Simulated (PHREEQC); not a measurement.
0.41 g of hydrous ferric oxide (600 m²/g; 0.2 weak and 0.005 strong sites per Fe, Dzombak-Morel constants, diffuse double layer) in 1 kg of water with 0.1 mol/kgw of an inert sodium salt, at 25 °C; the pH is set by adding NaOH or the inert anion's acid. O2 is buffered at 0.21 atm. The system is closed to CO2. Precipitation was switched off in this run.

Base run: PHREEQC, ion-association model, wateq4f.dat. Each further column changes one thing. The table gives surface charge σ (C/m²).

| pH | base | background salt from 0.1 to 0.01 mol/kgw | oxide from 0.41 to 2 g/kgw | 0.00019 mol/kgw Na2SO4 added |
|---|---|---|---|---|
| 4 | 0.321 | 0.217 | 0.321 | 0.207 |
| 5 | 0.215 | 0.114 | 0.215 | 0.148 |
| 6 | 0.111 | 0.050 | 0.112 | 0.088 |
| 6.5 | 0.074 | 0.030 | 0.074 | 0.064 |
| 7.5 | 0.022 | 0.008 | 0.022 | 0.022 |
| 8.5 | -0.014 | -0.005 | -0.014 | -0.014 |
| 9.5 | -0.060 | -0.024 | -0.060 | -0.060 |
| 10 | -0.094 | -0.040 | -0.094 | -0.094 |
| 11 | -0.190 | -0.100 | -0.190 | -0.190 |
| 12 | -0.307 | -0.229 | -0.307 | -0.307 |
